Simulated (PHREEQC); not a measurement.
# Alkaline etch or developer: an equilibrium model

Solution (25 °C): 0.0063 mol NaOH and 0.0002 mol H3BO3 per kg of water. Closed to the air; pH follows from the charge balance.

Model: ion-association model, phreeqc.dat, run in PHREEQC.

No solid was allowed to form.

Predict the pH.

pH 11.74.
